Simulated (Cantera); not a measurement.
An isothermal, constant-pressure homogeneous reactor starts with N2O = 1 (molar parts), at 1200 K and 100.0 Torr. Integrator tolerance rtol = 1e-08.

Cantera simulation using GRI-Mech 3.0 (53 species, 325 reactions); the numbers are that mechanism's predictions, not measurements. GRI-Mech 3.0 was tuned for natural gas; its chemistry of N2O as a main component is partial and can be far from experiment. The mechanism lacks the step 2 NO + O2 → 2 NO2, which can matter for NO2 below about 1400 K. The temperature is held fixed by assumption; the heat of reaction is taken as removed at once.

Question: What does this change do: temperature 1200 to 1000 K?

Answer: 
| quantity | before | after |
|---|---|---|
| x(N2O) at 1.00 s | 0.887 (gas-phase equilibrium 5.36e-9) | 0.999 (gas-phase equilibrium 1.01e-9) |
| x(N2) at 1.00 s | 0.0714 (gas-phase equilibrium 0.667) | 0.000829 (gas-phase equilibrium 0.667) |
| x(NO) at 1.00 s | 0.00788 (gas-phase equilibrium 0.000228) | 3.38e-5 (gas-phase equilibrium 3.65e-5) |
| x(O2) at 1.00 s | 0.0337 (gas-phase equilibrium 0.333) | 0.000406 (gas-phase equilibrium 0.333) |
| x(O) at 1.00 s | 1.81e-6 (gas-phase equilibrium 3.99e-8) | 4.17e-8 (gas-phase equilibrium 2.50e-10) |
